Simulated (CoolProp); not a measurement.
Fluoroethane (R161) along the isotherm 281.3 K: density (kg/m³) from the reference equation and from simpler models built on Tc = 375.2 K, pc = 5.010 MPa, ω = 0.216; each cubic takes its own stable root.

The numbers come from the reference Helmholtz-energy equation of state, Wu 2012 in CoolProp.

```tsv
p (MPa)	phase	reference
0.417	gas	9.346
0.833	liquid	745.1
1.25	liquid	746.1
1.67	liquid	747.0
2.08	liquid	748.0
2.5	liquid	748.9
2.92	liquid	749.9
3.33	liquid	750.8
3.75	liquid	751.7
4.17	liquid	752.6
4.58	liquid	753.4
5	liquid	754.3
```

Task: How far does each simpler model (Redlich-Kwong, Soave-Redlich-Kwong, Peng-Robinson) lie from the reference over these 12 states: mean and median of the absolute difference, and the worst?

Result: 
- Redlich-Kwong: mean 17.0 %, median 18.4 %, worst -19.0 % at 281.3 K and 0.833 MPa
- Soave-Redlich-Kwong: mean 14.4 %, median 15.5 %, worst -15.9 % at 281.3 K and 0.833 MPa
- Peng-Robinson: mean 4.1 %, median 4.4 %, worst -4.7 % at 281.3 K and 0.833 MPa
